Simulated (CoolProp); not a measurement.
Vapour-liquid equilibrium of carbon dioxide (1) + CHF3 (R23) (2) at 2.65 °C; x and y are mole fractions of (1).

Computed with CoolProp (multi-fluid Helmholtz-energy mixture model, Span 1996 and Penoncello 2003; pair parameters Bell 2016).

```
x      bubble pressure (MPa)  y at the bubble point  dew pressure at overall composition x (MPa)  liquid density (mol/L)
-----  ---------------------  ---------------------  -------------------------------------------  ----------------------
0.05                   2.745                  0.063                                        2.732                   14.68
0.125                  2.846                  0.153                                        2.814                   14.99
0.2                    2.945                  0.240                                        2.899                   15.33
0.275                  3.042                  0.322                                        2.986                   15.68
0.35                   3.137                  0.401                                        3.075                   16.05
0.425                  3.227                  0.477                                        3.165                   16.45
0.5                    3.314                  0.550                                        3.255                   16.87
0.575                  3.395                  0.620                                        3.344                   17.33
0.65                   3.471                  0.688                                        3.429                   17.82
0.725                  3.541                  0.755                                        3.510                   18.36
0.8                    3.604                  0.821                                        3.585                   18.93
0.875                  3.660                  0.888                                        3.650                   19.55
0.95                   3.709                  0.955                                        3.706                   20.23
```

No azeotrope shows between x = 0.05 and 0.95.

Pair parameters are fitted to limited data, so mixtures are less certain than the pure fluids.
